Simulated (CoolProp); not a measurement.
Vapour-liquid equilibrium of CH2F2 (R32) (1) + R143a (2) at 200.2 K; x and y are mole fractions of (1).

Model: multi-fluid Helmholtz-energy mixture model, Tillner-Roth 1997 and Lemmon and Jacobsen 2000; pair parameters Bell 2016, in CoolProp.

Give the bubble pressure and the first vapour's composition at x = 0.05, 0.2, 0.35. Is there an azeotrope?

x = 0.05: 0.02603 MPa, y = 0.088; x = 0.2: 0.02863 MPa, y = 0.290; x = 0.35: 0.03036 MPa, y = 0.435. y crosses x between x = 0.65 and 0.8: the model has an azeotrope there.

Pair parameters are fitted to limited data, so mixtures are less certain than the pure fluids.
